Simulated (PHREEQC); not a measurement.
PHREEQC input (ion-association model, phreeqc.dat):

```
SOLUTION_SPECIES
  SO4-2 + 9 H+ + 8 e- = HS- + 4 H2O  # shut off: sulfate is not reduced
    -log_k -100
    -delta_h 0
    -analytic -100
SOLUTION 0
  temp 15
  units mmol/kgw
  pH 7 charge
  S(6) 4.3
  Zn 4.3
  Cl 18.61
  Cu(2) 0.6
  Mn(2) 8.7
SOLUTION 1-30
  temp 15
  units mmol/kgw
  pH 7 charge
  Cl 67.21
  Mg 31
  Ca 2.6
END
EXCHANGE 1-30
  X 0.023
  -equilibrate 1
END
SELECTED_OUTPUT 1
  -reset false
  -pH true
  -pe true
  -ionic_strength true
  -water true
  -step true
  -totals Ca Cl Cu Mg Mn S Zn Cu(1) Cu(2) Mn(2)
    Mn(3) S(-2) S(6)
  -molalities CaX2 ZnX2 MnX2 MgX2 CuX2
  -saturation_indices Gypsum Pyrochroite Zn(OH)2(e)
PRINT
  -reset false
TRANSPORT
  -cells 30
  -shifts 120
  -lengths 0.00666667
  -time_step 720
  -dispersivities 0.016
  -boundary_conditions flux flux
  -correct_disp true
  -punch_cells 30
  -punch_frequency 4
END
```

Selected output (columns that matter, 21 of 31 rows; pore volumes added in front):

```
pore volumes	pH	mu	Ca	Cl	Cu	Mg	Mn	S	Zn	m_CaX2	m_ZnX2	si_Gypsum	si_Pyrochroite	si_Zn(OH)2(e)
0	5.0822	0.10081	0.0026	0.06721	0	0.031	0	0	0	0.0013526	0	-1000	-1000	-1000
0.2833	5.0822	0.10078	0.0025993	0.067189	6.5302e-09	0.030992	2.0286e-07	1.8424e-06	6.0873e-09	0.0013526	3.3514e-09	-4.8433	-12.168	-9.9914
0.4167	5.0824	0.099807	0.002575	0.066449	7.256e-07	0.030692	1.7804e-05	6.7302e-05	1.2278e-06	0.0013524	6.8242e-07	-3.2817	-10.223	-7.6851
0.55	5.0834	0.095431	0.0024639	0.063133	6.5418e-06	0.029294	0.00014281	0.00036071	1.4752e-05	0.0013506	8.5637e-06	-2.5574	-9.311	-6.5986
0.8167	5.0872	0.077252	0.0019855	0.049255	4.7433e-05	0.023118	0.0009204	0.0015886	0.00014001	0.0013306	9.961e-05	-1.9409	-8.469	-5.5927
1.0833	5.091	0.059456	0.001485	0.03539	0.00011352	0.016458	0.0020623	0.0028154	0.00038628	0.001275	0.00035209	-1.7396	-8.0833	-5.1229
1.2167	5.0922	0.05317	0.0012907	0.030389	0.00015066	0.013795	0.0026675	0.0032578	0.00054346	0.0012309	0.00054965	-1.7045	-7.9587	-4.9647
1.35	5.0927	0.048578	0.0011332	0.026688	0.00018981	0.011593	0.003284	0.0035853	0.00072416	0.0011752	0.0007955	-1.6935	-7.8595	-4.8336
1.6167	5.0918	0.043125	0.00089538	0.022231	0.00027252	0.0082332	0.0045288	0.0039797	0.00116	0.0010319	0.001413	-1.7167	-7.7124	-4.6249
1.8833	5.089	0.040619	0.00071346	0.020167	0.00035485	0.0057966	0.0057008	0.0041622	0.0016752	0.00085934	0.0021299	-1.7789	-7.6137	-4.4683
2.0167	5.0873	0.039951	0.00063366	0.019621	0.00039289	0.0048232	0.0062208	0.0042105	0.0019456	0.0007695	0.0024929	-1.8206	-7.578	-4.4061
2.15	5.0856	0.039507	0.00055948	0.019264	0.00042757	0.003986	0.0066826	0.0042422	0.0022133	0.00068128	0.0028429	-1.8682	-7.5495	-4.3531
2.4167	5.0825	0.039014	0.00042745	0.01888	0.00048502	0.0026674	0.007419	0.0042761	0.0027124	0.00051872	0.0034711	-1.9781	-7.5095	-4.2706
2.6833	5.08	0.038791	0.00031817	0.018721	0.00052655	0.0017424	0.0079246	0.0042902	0.0031339	0.00038305	0.0039781	-2.1034	-7.4855	-4.2126
2.8167	5.079	0.038729	0.00027217	0.018681	0.00054207	0.0013978	0.0081061	0.0042938	0.0033109	0.0003263	0.0041852	-2.1705	-7.4775	-4.1906
2.95	5.0781	0.038686	0.00023168	0.018655	0.00055467	0.0011168	0.0082495	0.004296	0.0034659	0.00027666	0.0043636	-2.24	-7.4715	-4.1724
3.2167	5.0768	0.038633	0.00016583	0.018628	0.00057282	0.00070579	0.0084482	0.0042984	0.0037148	0.00019667	0.0046451	-2.3848	-7.4636	-4.1447
3.4833	5.076	0.038604	0.00011716	0.018617	0.00058413	0.00044154	0.0085649	0.0042993	0.0038953	0.00013822	0.0048451	-2.5356	-7.4593	-4.1258
3.6167	5.0757	0.038595	9.8105e-05	0.018615	0.00058799	0.00034823	0.0086028	0.0042996	0.0039648	0.0001155	0.0049213	-2.6127	-7.458	-4.1187
3.75	5.0754	0.038588	8.1977e-05	0.018613	0.00059097	0.00027422	0.0086311	0.0042997	0.0040229	9.6339e-05	0.0049847	-2.6908	-7.457	-4.1128
4.0167	5.075	0.038578	5.6945e-05	0.018611	0.00059501	0.00016942	0.0086674	0.0042999	0.0041117	6.6739e-05	0.0050809	-2.8491	-7.4559	-4.1041
```
